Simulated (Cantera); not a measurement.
A closed system holds: 1 mol Fe2O3, 1.8 mol H2, a varied amount of N2, at 1402 °C and 225 Torr.

Equilibrium computed with Cantera from the NASA thermochemical tables; the gas is ideal and each condensed phase is pure. Candidate condensed phases: Fe, FeO, Fe(OH)2, Fe(OH)3, Fe2O3, Fe3O4, H2O; 27 gas species. The tables' stoichiometric FeO is somewhat more stable than real wüstite, so its field is too wide. FeO: taken at fixed stoichiometry. Equilibrium is a limit: real reactors are often held back by kinetics, nucleation or transport.

At 1.4 mol N2, list the 5 most abundant gas species with their mole fractions, and the condensed phases.

N2 0.437, H2O 0.312, H2 0.250, H 0.000106, Fe(OH)2 2.11e-5. Condensed: FeO(l).
